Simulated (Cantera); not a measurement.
Feed: 1 mol Ta, 2.5 mol CH₄, 13 mol H₂, equilibrated at 2025 K and 0.0300 bar.

Equilibrium computed with Cantera from the NASA thermochemical tables; the gas is ideal and each condensed phase is pure. Candidate condensed phases: C, C₆H₆, C₇H₈, C₈H₁₈, Ta, TaC; 77 gas species. TaC: taken at fixed stoichiometry. Condensed phases not in the tables: Ta₂C. The numbers say what is thermodynamically allowed, not how fast it happens.

Base state: H₂ 0.988, H 0.0110, C₂H₂ (acetylene) 0.000894, CH₄ 1.16e-5 (mole fractions); condensed: C(graphite) + TaC(s).

**Question.** What changes in the equilibrium state with this change: temperature from 2025 K to 1975 K?

**Answer.** 
| species | before | after |
|---|---|---|
| H₂ | 0.988 | 0.991 |
| H | 0.0110 | 0.00787 |
| C₂H₂ (acetylene) | 0.000894 | 0.000644 |
| CH₄ | 1.16e-5 | 1.34e-5 |
| C(graphite), mol | 1.47 | 1.48 |
| TaC(s), mol | 1.00 | 1.00 |

**Question.** What changes in the equilibrium state with this change: temperature from 2025 K to 850 K?

**Answer.** 
```json
[
 {"species": "H₂", "before": "0.988", "after": "0.982"},
 {"species": "CH₄", "before": "1.16e-5", "after": "0.0180"},
 {"species": "H", "before": "0.0110", "after": "<1e-9"},
 {"species": "C₂H₂ (acetylene)", "before": "0.000894", "after": "<1e-9"},
 {"species": "C(graphite), mol", "before": "1.47", "after": "1.18"},
 {"species": "TaC(s), mol", "before": "1.00", "after": "1.00"}
]
```
